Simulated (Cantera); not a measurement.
Cantera run:

```python
import numpy as np
import cantera as ct

gas_names = """
    CL CL2 H HCL H2 N NH NH2 NH3 N2 N2H2 N2H4 Si SiCL SiCL2 SiCL3 SiCL4 SiH SiHCL3 SiH2 SiH2CL2 SiH3
    SiH3CL SiH4 SiN Si2 Si2N Si3
""".split()
cond_names = """
    NH4CL(a) NH4CL(b) Si(cr) Si(L) Si3N4(a)
""".split()


# ... load() reads the species with a 1 bar reference pressure and builds the phases ...
atoms = {
    'SiH2Cl2': {'Si': 1, 'H': 2, 'CL': 2},
    'N2': {'N': 2},
    'H2': {'H': 2},
    'NH3': {'N': 1, 'H': 3},
}
top_T = {'Si3N4(a)': 2400}  # K; cautious upper limits of use, not melting points


# ... equilibrate(T, P, feed) seeds the gas with the atoms and calls Mixture.equilibrate('TP', solver="vcs", rtol=1e-11, max_steps=5000) ...
results = []
feed = {'SiH2Cl2': 1, 'N2': 4.1, 'H2': 22, 'NH3': 23}  # mol
P = 1000  # Pa
for T in [1198, 1273, 1348, 1423, 1498, 1573, 1648, 1723, 1798, 1873, 1948]:
    mix = equilibrate(T, P, feed)
    results.append((T, P, feed, dict(zip(mix.species_names, mix.species_moles))))
    x = sorted(zip(gas.X, gas.species_names), reverse=True)
    print(f"T = {T:g} K  P = {P:g} Pa  gas = {mix.phase_moles(0):.4g} mol")
    print("   x: " + "  ".join(f"{s} {v:.3e}" for v, s in x if v > 0.001))
    print("   condensed (mol): " + ("  ".join(f"{mix.phase(i).name} {mix.phase_moles(i):.4g}"
          for i in range(1, mix.n_phases) if mix.phase_moles(i) > 1e-12) or "none"))
```

It prints:

```
T = 1198 K  P = 1000 Pa  gas = 73.43 mol
   x: H2 7.694e-01  N2 2.034e-01  HCL 2.723e-02
   condensed (mol): Si3N4(a) 0.3333
T = 1273 K  P = 1000 Pa  gas = 73.43 mol
   x: H2 7.694e-01  N2 2.034e-01  HCL 2.722e-02
   condensed (mol): Si3N4(a) 0.3332
T = 1348 K  P = 1000 Pa  gas = 73.44 mol
   x: H2 7.694e-01  N2 2.034e-01  HCL 2.718e-02
   condensed (mol): Si3N4(a) 0.3327
T = 1423 K  P = 1000 Pa  gas = 73.44 mol
   x: H2 7.694e-01  N2 2.034e-01  HCL 2.707e-02
   condensed (mol): Si3N4(a) 0.3313
T = 1498 K  P = 1000 Pa  gas = 73.45 mol
   x: H2 7.694e-01  N2 2.035e-01  HCL 2.674e-02
   condensed (mol): Si3N4(a) 0.3275
T = 1573 K  P = 1000 Pa  gas = 73.48 mol
   x: H2 7.694e-01  N2 2.036e-01  HCL 2.599e-02
   condensed (mol): Si3N4(a) 0.3184
T = 1648 K  P = 1000 Pa  gas = 73.53 mol
   x: H2 7.693e-01  N2 2.040e-01  HCL 2.452e-02  SiCL2 1.318e-03
   condensed (mol): Si3N4(a) 0.3003
T = 1723 K  P = 1000 Pa  gas = 74.17 mol
   x: H2 7.633e-01  N2 2.103e-01  HCL 2.235e-02  SiCL2 2.264e-03  H 1.593e-03
   condensed (mol): Si(L) 0.819
T = 1798 K  P = 1000 Pa  gas = 74.24 mol
   x: H2 7.616e-01  N2 2.101e-01  HCL 2.262e-02  H 3.073e-03  SiCL2 2.084e-03
   condensed (mol): Si(L) 0.8107
T = 1873 K  P = 1000 Pa  gas = 74.39 mol
   x: H2 7.587e-01  N2 2.097e-01  HCL 2.279e-02  H 5.622e-03  SiCL2 1.917e-03
   condensed (mol): Si(L) 0.7681
T = 1948 K  P = 1000 Pa  gas = 74.67 mol
   x: H2 7.536e-01  N2 2.089e-01  HCL 2.281e-02  H 9.810e-03  Si 2.323e-03  SiCL2 1.759e-03
   condensed (mol): Si(L) 0.6486
```

Equilibrium computed with Cantera from the NASA thermochemical tables; the gas is ideal and each condensed phase is pure. The tables' values for SiCl, SiN are old estimates; treat these amounts as uncertain. Gases not in the tables: Si2H6 and higher silanes.
